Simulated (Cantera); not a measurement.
A perfectly stirred reactor is fed with 29.1 % H₂, 12.1 % O₂, 45.7 % N₂, 13.1 % H₂O, equivalence ratio 1.2, at 1.01 bar; it is adiabatic with a 625 K inlet, and is followed from long to short residence time, starting on the burning branch (τ in s: 0.072, 0.03, 0.012, 0.005, 0.002, 0.00084, 0.00034, 0.00014, 5.8e-05, 2.4e-05, 9.8e-06, 4e-06).

Computed with Cantera and GRI-Mech 3.0 (53 species, 325 reactions).

Q: Predict: blow-out, bracketed by the residence times tried; x(H₂) at τ = 72.0 ms; x(O₂) at τ = 72.0 ms; x(H₂O) at τ = 72.0 ms; x(NO) at τ = 72.0 ms; x(O) at τ = 72.0 ms; x(H₂) at τ = 0.340 ms; x(O₂) at τ = 0.340 ms; x(H₂O) at τ = 0.340 ms; x(NO) at τ = 0.340 ms; x(O) at τ = 0.340 ms.

A: blow-out, bracketed by the residence times tried: burning at 24.0 µs, out at 9.80 µs
x(H₂) at τ = 72.0 ms: 0.0564
x(O₂) at τ = 72.0 ms: 0.000455
x(H₂O) at τ = 72.0 ms: 0.418
x(NO) at τ = 72.0 ms: 0.000322
x(O) at τ = 72.0 ms: 0.000135
x(H₂) at τ = 0.340 ms: 0.0688
x(O₂) at τ = 0.340 ms: 0.00875
x(H₂O) at τ = 0.340 ms: 0.379
x(NO) at τ = 0.340 ms: 3.11e-5
x(O) at τ = 0.340 ms: 0.00318
